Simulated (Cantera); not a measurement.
Charge: 1 mol CuO, 2.5 mol CH₄, 20 mol H₂, equilibrated at 2250 K and 0.133 bar.

These are equilibrium values from Cantera (NASA tables, ideal gas, pure condensed phases), not measurements of a reactor. Candidate condensed phases: C, C₆H₆, C₇H₈, C₈H₁₈, Cu, CuO, Cu(OH)₂, Cu₂O, H₂O; 113 gas species. The numbers say what is thermodynamically allowed, not how fast it happens.

Base state: H₂ 0.904, CO 0.0367, Cu 0.0366, H 0.0193, C₂H₂ (acetylene) 0.00303, Cu₂ 4.61e-5, CH₄ 2.58e-5, CH₃ 1.05e-5 (mole fractions); condensed: C(graphite).

Problem. What changes in the equilibrium state with this change: temperature from 2250 K to 2323.15 K?

Solution. 
```tsv
species	before	after
H₂	0.904	0.894
CO	0.0367	0.0365
Cu	0.0366	0.0365
H	0.0193	0.0282
C₂H₂ (acetylene)	0.00303	0.00433
Cu₂	4.61e-5	3.29e-5
CH₃	1.05e-5	1.29e-5
CH₄	2.58e-5	2.18e-5
C(graphite), mol	1.33	1.26
```
